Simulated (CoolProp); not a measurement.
Properties of tetradecamethylhexasiloxane (MD4M) along the isobar 1.02 MPa.

The numbers come from the reference Helmholtz-energy equation of state, Thol 2019 in CoolProp.

| T (K) | phase | Z | cp (kJ/(kg K)) | cv (kJ/(kg K)) | isothermal compressibility (1/MPa) | expansivity (1/kK) |
|---|---|---|---|---|---|---|
| 491.3 | liquid | ___ | 2.111 | 1.875 | 0.007710 | 1.602 |
| 505.6 | liquid | 0.1641 | 2.138 | 1.903 | 0.009098 | 1.692 |
| 519.9 | liquid | ___ | 2.164 | 1.931 | 0.01086 | 1.797 |
| 534.2 | liquid | 0.1636 | 2.192 | 1.958 | 0.01313 | 1.924 |
| 548.5 | liquid | 0.1639 | 2.219 | 1.985 | 0.01615 | 2.081 |
| 562.8 | liquid | 0.1648 | 2.249 | 2.011 | 0.02028 | 2.279 |
| 577.1 | liquid | 0.1663 | 2.280 | 2.037 | 0.02615 | 2.540 |
| 591.4 | liquid | 0.1687 | 2.315 | 2.063 | 0.03496 | 2.900 |
| 605.7 | liquid | 0.1723 | 2.357 | 2.089 | 0.04921 | 3.430 |
| 620 | liquid | 0.1778 | ___ | 2.114 | 0.07498 | 4.291 |

Question: What belongs in the gaps?

Answer: 
- 491.3, Z: 0.1650
- 519.9, Z: 0.1637
- 620, cp (kJ/(kg K)): 2.413
